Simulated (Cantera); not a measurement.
Input: 1 mol CaO, a varied amount of HCl, equilibrated at 5.30 Pa.

Equilibrium computed with Cantera from the NASA thermochemical tables; the gas is ideal and each condensed phase is pure. Candidate condensed phases: Ca, CaCl₂, CaO, Ca(OH)₂, H₂O; 21 gas species. Mutual solubility and eutectic melting of coexisting phases are not modelled. Condensed phases not in the tables: oxide chlorides. Equilibrium is a limit: real reactors are often held back by kinetics, nucleation or transport.

Stable condensed phases, one row left out:

```
T in K \ n(HCl) in mol
           2 2.3 2.6 3.1 3.5 4.1 4.8 5.5 6.4 7.4 8.6
   1775    A   A   A   A   B   B   B   B   B   B   B
   1700    A   A   A   A   A   B   B   B   B   B   B
   1625    A   A   A   A   A   B   B   B   B   B   B
   1550    A   A   A   A   A   B   B   B   B   B   B
   1475    A   A   A   A   A   A   B   B   B   B   B
   1400    A   A   A   A   A   A   A   B   B   B   B
   1325    A   A   A   A   A   A   A   A   B   B   B
   1250    A   A   A   A   A   A   A   A   A   B   B
   1100    C   C   C   C   D   D   D   D   D   D   D
   1025    C   C   D   D   D   D   D   D   D   D   D
```

A: CaO; B: gas only; C: CaCl₂ + CaO; D: CaCl₂.

Question: Give the row for 1175 K.

Answer: 2: CaCl₂ + CaO; 2.3: CaCl₂ + CaO; 2.6: CaCl₂ + CaO; 3.1: CaCl₂ + CaO; 3.5: CaCl₂ + CaO; 4.1: CaCl₂ + CaO; 4.8: CaCl₂ + CaO; 5.5: CaCl₂ + CaO; 6.4: CaCl₂; 7.4: CaCl₂; 8.6: CaCl₂.
